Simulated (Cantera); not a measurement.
**Carbon deposition, reforming and gasification: C + H₂O**

Charge: 1 mol C, 1.8 mol H₂O, equilibrated at 61.0 Pa.

These are equilibrium values from Cantera (NASA tables, ideal gas, pure condensed phases), not measurements of a reactor. Candidate condensed phases: C, C₆H₆, C₇H₈, C₈H₁₈, H₂O; 110 gas species. Kinetics and transport are ignored.

| T (K) | x H₂ | x CO | x H₂O | x CO₂ | x H | x OH | x O | x O₂ |
|---|---|---|---|---|---|---|---|---|
| 798 | 0.529 | 0.186 | 0.114 | 0.172 | 7.85e-11 | <1e-12 | <1e-12 | <1e-12 |
| 948 | 0.488 | 0.227 | 0.155 | 0.130 | 1.48e-8 | 6.83e-12 | <1e-12 | <1e-12 |
| 1098 | 0.459 | 0.255 | 0.184 | 0.102 | 6.78e-7 | 1.20e-9 | <1e-12 | <1e-12 |
| 1248 | 0.439 | 0.275 | 0.204 | 0.0820 | 1.25e-5 | 5.94e-8 | 1.68e-12 | <1e-12 |
| 1398 | 0.425 | 0.289 | 0.217 | 0.0683 | 0.000125 | 1.26e-6 | 3.37e-10 | 8.22e-11 |
| 1548 | 0.415 | 0.298 | 0.227 | 0.0585 | 0.000803 | 1.47e-5 | 2.41e-8 | 6.09e-9 |
| 1698 | 0.406 | 0.305 | 0.234 | 0.0515 | 0.00373 | 0.000110 | 8.12e-7 | 2.10e-7 |
| 1848 | 0.394 | 0.308 | 0.237 | 0.0462 | 0.0135 | 0.000596 | 1.55e-5 | 4.10e-6 |
| 1998 | 0.373 | 0.307 | 0.235 | 0.0422 | 0.0397 | 0.00248 | 0.000193 | 5.23e-5 |
x: gas mole fraction; nothing condenses.

From 798 K to 1998 K nothing is condensed. The main C-bearing gas is CO throughout.
